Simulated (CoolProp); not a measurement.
Saturation properties of R245ca (Tc = 174.4 °C, pc = 3.941 MPa, ω = 0.355).

Values from CoolProp's reference Helmholtz-energy equation of state, Zhou 2016.

```csv
T (°C),p (MPa),enthalpy of vaporisation (kJ/kg),liquid cp (kJ/(kg K))
15.95,0.06972,209.4,1.366
24.75,(withheld),204.5,1.379
33.55,0.1381,199.4,1.393
42.25,0.1871,194.3,(withheld)
51.05,(withheld),189.0,1.424
59.85,0.3266,183.4,1.442
68.65,(withheld),177.7,1.462
77.35,0.5329,(withheld),(withheld)
```

### Question
Some entries are withheld; supply them.

### Answer

- 24.75, p (MPa): 0.09934
- 42.25, liquid cp (kJ/(kg K)): 1.408
- 51.05, p (MPa): 0.2494
- 68.65, p (MPa): 0.4208
- 77.35, enthalpy of vaporisation (kJ/kg): 171.8
- 77.35, liquid cp (kJ/(kg K)): 1.484

It boils at 25.3 °C under 1 atm.
